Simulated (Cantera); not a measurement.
# Ignition delay

Mixture: CH4 : O2 : N2 : H2O = 1 : 2.08 : 14 : 2.9 (molar parts), equivalence ratio 0.96, at 4.00 bar, adiabatic and at constant volume. Ignition delay is the time to a rise of 400 K.

Cantera simulation using GRI-Mech 3.0 (53 species, 325 reactions); the numbers are that mechanism's predictions, not measurements.

| T0 (K) | delay (ms) |
|---|---|
| 1175 | 32.3 |
| 1250 | 13.4 |
| 1325 | 5.81 |
| 1400 | 2.55 |
| 1475 | 1.13 |
| 1550 | 0.511 |
| 1625 | 0.240 |
| 1700 | 0.119 |
| 1775 | 0.0635 |
| 1850 | 0.0363 |

```yaml
apparent activation energy between 1700 and 1850 K: 210 kJ/mol
```
